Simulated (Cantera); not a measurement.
## Premixed flame

A freely propagating, adiabatic, planar premixed flame of 46.3 % H₂, 10.5 % O₂, 43.2 % N₂, equivalence ratio 2.2, unburnt at 550 K and 4.93 atm; unity-Lewis-number transport, grid criteria slope 0.08 and curve 0.16, no radiation.

Cantera simulation using the H2/O2 subset of GRI-Mech 3.0, which has no nitrogen chemistry; the numbers are that mechanism's predictions, not measurements. The hydrogen kinetics of GRI-Mech 3.0 are dated; newer H2 mechanisms differ, most at raised pressure. Unity Lewis numbers drop preferential diffusion, which matters most where H2 and H carry the flame. Burning velocities carry a grid error of a few per cent, more on coarse grids.

| z (mm) | T (K) | u (m/s) | x H₂ | x O₂ | x OH | x H | x O | x H₂O |
|---|---|---|---|---|---|---|---|---|
| -0.169 | 550 | 4.31 | 0.463 | 0.105 | <1e-8 | <1e-8 | <1e-8 | 2.84e-6 |
| -0.113 | 550 | 4.31 | 0.463 | 0.105 | <1e-8 | <1e-8 | <1e-8 | 3.37e-5 |
| -0.0847 | 551 | 4.32 | 0.463 | 0.105 | <1e-8 | <1e-8 | <1e-8 | 0.000183 |
| -0.0565 | 560 | 4.38 | 0.462 | 0.105 | <1e-8 | <1e-8 | 1.68e-7 | 0.00123 |
| -0.0282 | 701 | 5.43 | 0.449 | 0.0963 | 2.92e-5 | 7.74e-5 | 1.67e-5 | 0.0188 |
| -0.0141 | 1014 | 7.71 | 0.412 | 0.0760 | 0.000417 | 0.00373 | 0.000221 | 0.0631 |
| 0 | 1389 | 10.3 | 0.342 | 0.0425 | 0.00129 | 0.0232 | 0.00101 | 0.134 |
| 0.0141 | 1631 | 11.9 | 0.284 | 0.0160 | 0.00233 | 0.0440 | 0.00114 | 0.190 |
| 0.0282 | 1756 | 12.7 | 0.262 | 0.00513 | 0.00280 | 0.0488 | 0.000735 | 0.214 |
| 0.0565 | 1873 | 13.4 | 0.259 | 0.000674 | 0.00278 | 0.0407 | 0.000362 | 0.225 |
| 0.113 | 1968 | 14.0 | 0.266 | 8.47e-5 | 0.00221 | 0.0275 | 0.000170 | 0.229 |
| 0.226 | 2038 | 14.4 | 0.272 | 2.70e-5 | 0.00152 | 0.0168 | 6.79e-5 | 0.231 |
| 0.452 | 2085 | 14.7 | 0.277 | 9.37e-6 | 0.000941 | 0.00967 | 2.36e-5 | 0.233 |
x: mole fraction of selected species; z is measured from the peak of heat release.

| Quantity | Result |
|---|---|
| laminar burning velocity | 431 cm/s |
| thermal thickness | 0.0565 mm |
| peak x(OH) | 0.00287 |
| peak x(H) | 0.0489 |
| peak x(O) | 0.00123 |
| grid points | 105 |
